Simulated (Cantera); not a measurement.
An adiabatic, constant-volume homogeneous reactor starts with CO : H₂ : CH₄ : O₂ : N₂ = 1 : 0.051 : 0.32 : 1.06 : 3.98 (molar parts), at 1098 K and 0.810 bar. Integrator tolerance rtol = 1e-08.

Computed with Cantera and GRI-Mech 3.0 (53 species, 325 reactions).

```csv
quantity,before,after
time of steepest temperature rise,26.9 ms,5.93 ms
temperature at 6.00 s,2800 K,2961 K
equilibrium temperature,2800 K,2961 K
x(CO) at 6.00 s,0.0889 (gas-phase equilibrium 0.0889),0.0780 (gas-phase equilibrium 0.0780)
x(H₂) at 6.00 s,0.00947 (gas-phase equilibrium 0.00947),0.00758 (gas-phase equilibrium 0.00758)
x(CH₄) at 6.00 s,<1e-12 (gas-phase equilibrium <1e-12),<1e-12 (gas-phase equilibrium <1e-12)
x(O₂) at 6.00 s,0.0218 (gas-phase equilibrium 0.0218),0.0161 (gas-phase equilibrium 0.0161)
x(H) at 6.00 s,0.00565 (gas-phase equilibrium 0.00565),0.00310 (gas-phase equilibrium 0.00310)
x(NO₂) at 6.00 s,3.27e-6 (gas-phase equilibrium 3.27e-6),7.37e-6 (gas-phase equilibrium 7.37e-6)
x(CH₃) at 6.00 s,<1e-12 (gas-phase equilibrium <1e-12),<1e-12 (gas-phase equilibrium <1e-12)
```

Problem. Name the change that produced these shifts.
(A) pressure from 0.810 bar to 6.00 bar
(B) H2 0.051 to 0.077 parts
(C) O2 1.06 to 0.63 parts
(D) pressure from 0.810 bar to 10.0 bar

Solution. A, pressure from 0.810 bar to 6.00 bar
